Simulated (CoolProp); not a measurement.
R124 at 380.99 K and 15.3 MPa flows at 0.064 m/s in a round tube of 20 mm bore and 45 µm roughness, fully developed (64/Re and Nu = 3.66 if laminar; Colebrook and Gnielinski if turbulent). Each further row changes one setting.

The numbers come from the reference Helmholtz-energy equation of state, de Vries 1995 in CoolProp.

```tsv
case	Reynolds number	Darcy friction factor	pressure drop (Pa/m)	heat-transfer coefficient (W/(m² K))	mass flow (kg/h)
as stated	?	0.0340	?	182	?
velocity 0.128 m/s	20300	0.0301	14.5	350	170
diameter 40 mm	20300	0.0281	?	?	?
```

Q: Some entries are withheld; supply them.

A: 
- as stated, Reynolds number: 10200
- as stated, pressure drop (Pa/m): 4.08
- as stated, mass flow (kg/h): 84.8
- diameter 40 mm, pressure drop (Pa/m): 1.69
- diameter 40 mm, heat-transfer coefficient (W/(m² K)): 166
- diameter 40 mm, mass flow (kg/h): 339

Viscosity comes from a separate model (Bell 2016), an estimate that may be off by 10 % or more. Thermal conductivity comes from a separate model (Huber 2003), an estimate that may be off by 10 % or more.
